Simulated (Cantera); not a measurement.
Thermodynamics of sublimation and decomposition of ceramics, feed Si₃N₄ + H₂

A closed system holds: 1 mol Si₃N₄, 0.021 mol H₂, held at 1.33 mbar.

These are equilibrium values from Cantera (NASA tables, ideal gas, pure condensed phases), not measurements of a reactor. Candidate condensed phases: Si, Si₃N₄; 18 gas species. The tables' values for SiN are old estimates; treat these amounts as uncertain. Equilibrium is a limit: real reactors are often held back by kinetics, nucleation or transport.

| T (°C) | x N₂ | x Si | x H₂ | x H | x Si₂ | x SiN | x Si₂N | x Si₃ | n Si(l) |
|---|---|---|---|---|---|---|---|---|---|
| 1550 | 0.986 | 0.00332 | 0.00976 | 0.00117 | 2.15e-5 | 4.98e-5 | 7.80e-5 | 5.04e-6 | 2.99 |
| 1650 | 0.975 | 0.0127 | 0.00900 | 0.00245 | 0.000109 | 0.000145 | 0.000204 | 2.42e-5 | 2.97 |
| 1750 | 0.944 | 0.0427 | 0.00760 | 0.00453 | 0.000467 | 0.000373 | 0.000480 | 9.91e-5 | 2.90 |
| 1850 | 0.856 | 0.128 | 0.00532 | 0.00717 | 0.00175 | 0.000851 | 0.00100 | 0.000353 | 2.68 |
| 1950 | 0.634 | 0.345 | 0.00232 | 0.00845 | 0.00577 | 0.00162 | 0.00176 | 0.00112 | 1.85 |
| 2050 | 0.400 | 0.580 | 0.000570 | 0.00712 | 0.00790 | 0.00180 | 0.00123 | 0.000993 | 0 |
| 2150 | 0.398 | 0.587 | 0.000256 | 0.00777 | 0.00417 | 0.00154 | 0.000429 | 0.000222 | 0 |
| 2250 | 0.397 | 0.591 | 0.000113 | 0.00808 | 0.00228 | 0.00132 | 0.000162 | 5.47e-5 | 0 |
| 2350 | 0.397 | 0.592 | 5.07e-5 | 0.00821 | 0.00130 | 0.00115 | 6.52e-5 | 1.49e-5 | 0 |
| 2450 | 0.397 | 0.593 | 2.38e-5 | 0.00827 | 0.000771 | 0.00101 | 2.81e-5 | 4.44e-6 | 0 |
x: gas mole fraction; n: condensed amount in mol.

From 1550 °C to 1950 °C the condensed part is Si(l). From 2050 °C to 2450 °C nothing is condensed. The main Si-bearing gas is Si throughout.
